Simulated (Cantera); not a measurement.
**Fe(CO)5 + CO + H2 (iron carbonyl, mercury and lead vapours)**

Feed: 1 mol Fe(CO)5, 1.5 mol CO, 0.43 mol H2, equilibrated at 13300 Pa.

Cantera equilibrium calculation (NASA polynomials, part measured and part estimated; ideal gas, pure solids and liquids). Candidate condensed phases: C, C6H6, C7H8, C8H18, Fe, Fe(CO)5, FeO, Fe(OH)2, Fe(OH)3, Fe2O3, Fe3O4, H2O; 114 gas species. Iron dissolves carbon and melts from about 1420 K in contact with it, which pure phases cannot show. Condensed phases not in the tables: cementite and carbon dissolved in iron. Kinetics and transport are ignored.

From 725 °C to 875 °C the condensed part is C(graphite) + Fe(α). From 925 °C to 1175 °C the condensed part is C(graphite) + Fe(γ). From 1225 °C to 1275 °C the condensed part is Fe(γ).

```json
[
 {"T (°C)": "725", "log p CO": "-0.93", "log p H2": "-2.08", "log p CO2": "-2.10", "log p H2O": "-3.40", "log p CH4": "-5.16", "log p H": "-9.71", "n C(graphite)": "0.411", "n Fe(α)": "1.00", "n Fe(γ)": "0"},
 {"T (°C)": "775", "log p CO": "-0.92", "log p H2": "-2.08", "log p CO2": "-2.48", "log p H2O": "-3.72", "log p CH4": "-5.40", "log p H": "-9.15", "n C(graphite)": "0.175", "n Fe(α)": "1.00", "n Fe(γ)": "0"},
 {"T (°C)": "825", "log p CO": "-0.91", "log p H2": "-2.08", "log p CO2": "-2.86", "log p H2O": "-4.03", "log p CH4": "-5.60", "log p H": "-8.65", "n C(graphite)": "0.0764", "n Fe(α)": "1.00", "n Fe(γ)": "0"},
 {"T (°C)": "875", "log p CO": "-0.91", "log p H2": "-2.08", "log p CO2": "-3.20", "log p H2O": "-4.31", "log p CH4": "-5.79", "log p H": "-8.19", "n C(graphite)": "0.0350", "n Fe(α)": "1.00", "n Fe(γ)": "0"},
 {"T (°C)": "925", "log p CO": "-0.90", "log p H2": "-2.08", "log p CO2": "-3.52", "log p H2O": "-4.56", "log p CH4": "-5.96", "log p H": "-7.76", "n C(graphite)": "0.0170", "n Fe(α)": "0", "n Fe(γ)": "1.00"},
 {"T (°C)": "975", "log p CO": "-0.90", "log p H2": "-2.08", "log p CO2": "-3.81", "log p H2O": "-4.80", "log p CH4": "-6.12", "log p H": "-7.37", "n C(graphite)": "0.00878", "n Fe(α)": "0", "n Fe(γ)": "1.00"},
 {"T (°C)": "1025", "log p CO": "-0.90", "log p H2": "-2.08", "log p CO2": "-4.08", "log p H2O": "-5.02", "log p CH4": "-6.26", "log p H": "-7.01", "n C(graphite)": "0.00477", "n Fe(α)": "0", "n Fe(γ)": "1.00"},
 {"T (°C)": "1075", "log p CO": "-0.90", "log p H2": "-2.08", "log p CO2": "-4.33", "log p H2O": "-5.22", "log p CH4": "-6.40", "log p H": "-6.68", "n C(graphite)": "0.00271", "n Fe(α)": "0", "n Fe(γ)": "1.00"},
 {"T (°C)": "1125", "log p CO": "-0.90", "log p H2": "-2.08", "log p CO2": "-4.56", "log p H2O": "-5.41", "log p CH4": "-6.52", "log p H": "-6.37", "n C(graphite)": "0.00161", "n Fe(α)": "0", "n Fe(γ)": "1.000"},
 {"T (°C)": "1175", "log p CO": "-0.90", "log p H2": "-2.08", "log p CO2": "-4.78", "log p H2O": "-5.58", "log p CH4": "-6.64", "log p H": "-6.08", "n C(graphite)": "0.000989", "n Fe(α)": "0", "n Fe(γ)": "1.000"},
 {"T (°C)": "1225", "log p CO": "-0.90", "log p H2": "-2.08", "log p CO2": "-4.98", "log p H2O": "-5.74", "log p CH4": "-6.75", "log p H": "-5.81", "n C(graphite)": "0", "n Fe(α)": "0", "n Fe(γ)": "1.000"},
 {"T (°C)": "1275", "log p CO": "-0.90", "log p H2": "-2.08", "log p CO2": "-5.16", "log p H2O": "-5.90", "log p CH4": "-6.85", "log p H": "-5.55", "n C(graphite)": "0", "n Fe(α)": "0", "n Fe(γ)": "1.000"}
]
```
log p: log10 of the partial pressure in bar; n: condensed amount in mol.
